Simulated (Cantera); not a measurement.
Cantera run, input and output.

```python
import numpy as np
import cantera as ct

gas = ct.Solution("gri30.yaml")
gas.TPX = 375, 660000, {'CH4': 1, 'C2H6': 0.61, 'O2': 2.95, 'N2': 11.1}
flame = ct.FreeFlame(gas, width=0.011)
flame.set_refine_criteria(ratio=3, slope=0.08, curve=0.16)
flame.transport_model = "mixture-averaged"
flame.solve(loglevel=0, auto=True)
flame.transport_model = "multicomponent"
flame.soret_enabled = True
flame.solve(loglevel=0, refine_grid=True)
z, T = flame.grid, flame.T
thick = (T[-1] - T[0]) / np.gradient(T, z).max()
show = ['CH4', 'C2H6', 'O2', 'O', 'H2O2', 'NO']
print(f"laminar burning velocity  {flame.velocity[0] * 100:.3f} cm/s")
print(f"burnt temperature         {T[-1]:.1f} K")
print(f"thermal thickness         {thick * 1e3:.4f} mm")
print(f"grid points               {len(z)}")
z0 = z[flame.heat_release_rate.argmax()]
print(f"{'z/mm':>9s}{'T/K':>9s}{'u/(m/s)':>9s}" + "".join(f"{s:>11s}" for s in show))
rows = []
for k in (-3, -2, -1.5, -1, -0.5, -0.25, 0, 0.25, 0.5, 1, 2, 4, 8):
    zz = z0 + k * thick
    rows.append([k * thick, np.interp(zz, z, T), np.interp(zz, z, flame.velocity),
                 *(np.interp(zz, z, flame.X[gas.species_index(s)]) for s in show)])
    print(f"{rows[-1][0] * 1e3:9.3f}{rows[-1][1]:9.1f}{rows[-1][2]:9.3f}" + "".join(f"{x:11.3e}" for x in rows[-1][3:]))
```

It prints:

```
laminar burning velocity  15.866 cm/s
burnt temperature         2059.8 K
thermal thickness         0.1726 mm
grid points               133
     z/mm      T/K  u/(m/s)        CH4       C2H6         O2          O       H2O2         NO
   -0.518    375.3    0.159  6.374e-02  3.890e-02  1.881e-01 -5.198e-15  6.915e-08  5.484e-12
   -0.345    379.1    0.161  6.324e-02  3.882e-02  1.874e-01 -1.898e-14  1.227e-06  1.028e-10
   -0.259    398.5    0.170  6.181e-02  3.869e-02  1.857e-01 -1.473e-14  7.597e-06  7.360e-10
   -0.173    519.4    0.224  5.638e-02  3.729e-02  1.752e-01  1.102e-13  5.109e-05  1.106e-08
   -0.086   1001.7    0.444  4.018e-02  2.448e-02  1.252e-01  3.000e-08  2.123e-04  3.950e-07
   -0.043   1402.0    0.635  2.603e-02  9.143e-03  7.761e-02  5.736e-06  7.742e-05  1.720e-06
    0.000   1765.6    0.813  1.192e-02  7.358e-04  3.290e-02  3.382e-05  3.333e-06  3.376e-06
    0.043   1951.5    0.903  4.842e-03  5.056e-05  1.111e-02  2.672e-05  9.666e-07  5.621e-06
    0.086   2020.1    0.935  2.696e-03  1.075e-05  3.939e-03  1.128e-05  2.955e-07  7.565e-06
    0.173   2056.7    0.951  1.673e-03  1.880e-06  7.740e-04  2.023e-06  4.167e-08  9.418e-06
    0.345   2066.3    0.956  1.194e-03  4.084e-07  7.816e-05  3.584e-07  3.521e-09  1.072e-05
    0.691   2065.8    0.956  8.108e-04  1.461e-07  3.527e-06  2.120e-07  6.438e-10  1.253e-05
    1.381   2063.2    0.956  4.467e-04  4.241e-08  2.728e-07  1.992e-07  4.900e-10  1.620e-05
```

Computed with Cantera and GRI-Mech 3.0 (53 species, 325 reactions). Burning velocities carry a grid error of a few per cent, more on coarse grids.
